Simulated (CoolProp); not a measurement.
Properties of the fluoroketone C6F12O (FK-5-1-12) along the isobar 0.101 MPa.

Computed with CoolProp (reference Helmholtz-energy equation of state, McLinden 2015).

```csv
T (K),phase,cp (kJ/(kg K)),cv (kJ/(kg K)),Joule-Thomson coefficient (K/MPa),isothermal compressibility (1/MPa)
316.5,liquid,1.116,0.8973,-0.1985,0.004039
326,gas,0.9027,0.8658,23.32,10.59
335.5,gas,0.9088,0.8733,20.93,10.51
345.1,gas,0.9156,0.8813,18.87,10.43
354.6,gas,0.9229,0.8895,17.11,10.38
364.1,gas,0.9308,0.8983,15.59,10.32
373.6,gas,0.9392,0.9074,14.26,10.28
383.1,gas,0.9481,0.9168,13.09,10.24
392.6,gas,0.9572,0.9264,12.04,10.21
402.2,gas,0.9667,0.9363,11.10,10.18
411.7,gas,0.9762,0.9462,10.27,10.16
421.2,gas,0.9859,0.9562,9.521,10.14
430.7,gas,0.9956,0.9662,8.854,10.12
```
